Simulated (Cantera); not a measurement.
Equilibrium for thermal oxidation and active oxidation of silicon: Si + CO₂ + N₂

A closed system holds: 1 mol Si, 0.18 mol CO₂, 25 mol N₂, at 0.0150 bar.

These are equilibrium values from Cantera (NASA tables, ideal gas, pure condensed phases), not measurements of a reactor. Candidate condensed phases: C, Si, SiC, SiO₂, Si₂N₂O, Si₃N₄; 34 gas species. Mutual solubility and eutectic melting of coexisting phases are not modelled. The tables' values for SiN are old estimates; treat these amounts as uncertain. Rates play no part.

```json
[
 {"T (K)": "1673", "x N₂": "0.997", "x SiO": "0.00100", "x CO": "0.00177", "x Si": "4.57e-6", "n SiC(s)": "0.136", "n Si₂N₂O(s)": "0.292", "n Si₃N₄(s)": "0.0852"},
 {"T (K)": "1698", "x N₂": "0.996", "x SiO": "0.00184", "x CO": "0.00209", "x Si": "9.47e-6", "n SiC(s)": "0.129", "n Si₂N₂O(s)": "0.263", "n Si₃N₄(s)": "0.0998"},
 {"T (K)": "1723", "x N₂": "0.994", "x SiO": "0.00332", "x CO": "0.00244", "x Si": "1.92e-5", "n SiC(s)": "0.120", "n Si₂N₂O(s)": "0.218", "n Si₃N₄(s)": "0.121"},
 {"T (K)": "1748", "x N₂": "0.991", "x SiO": "0.00589", "x CO": "0.00284", "x Si": "3.82e-5", "n SiC(s)": "0.110", "n Si₂N₂O(s)": "0.144", "n Si₃N₄(s)": "0.152"},
 {"T (K)": "1773", "x N₂": "0.986", "x SiO": "0.0103", "x CO": "0.00328", "x Si": "7.46e-5", "n SiC(s)": "0.0983", "n Si₂N₂O(s)": "0.0221", "n Si₃N₄(s)": "0.200"},
 {"T (K)": "1798", "x N₂": "0.985", "x SiO": "0.0119", "x CO": "0.00255", "x Si": "0.000142", "n SiC(s)": "0.116", "n Si₂N₂O(s)": "0", "n Si₃N₄(s)": "0.194"},
 {"T (K)": "1823", "x N₂": "0.985", "x SiO": "0.0126", "x CO": "0.00184", "x Si": "0.000267", "n SiC(s)": "0.134", "n Si₂N₂O(s)": "0", "n Si₃N₄(s)": "0.181"}
]
```
x: gas mole fraction; n: condensed amount in mol.

From 1673 K to 1773 K the condensed part is SiC(s) + Si₂N₂O(s) + Si₃N₄(s). From 1798 K to 1823 K the condensed part is SiC(s) + Si₃N₄(s). The main Si-bearing gas is SiO throughout. The share of Si in condensed phases is highest at 1673 K (97.5 %) and lowest at 1823 K (67.8 %).
